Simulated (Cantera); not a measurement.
Input: 1 mol SiCl4, 0.0071 mol C3H8, 14 mol H2, equilibrated at 0.00300 bar.

Method: chemical equilibrium by Gibbs-energy minimisation in Cantera with the NASA 1993 tables (ideal gas, pure condensed phases). Candidate condensed phases: C, C6H6, C7H8, C8H18, Si, SiC; 109 gas species. The tables' values for SiCl, SiCl3 are old estimates; treat these amounts as uncertain. Gases not in the tables: Si2H6 and higher silanes. Rates play no part.

Task: At 2173 K, list the 6 most abundant gas species with their mole fractions, and the condensed phases.

Result: H2 0.690, HCl 0.167, H 0.0732, Si 0.0274, SiCl2 0.0234, Cl 0.0129. Condensed: gas only.
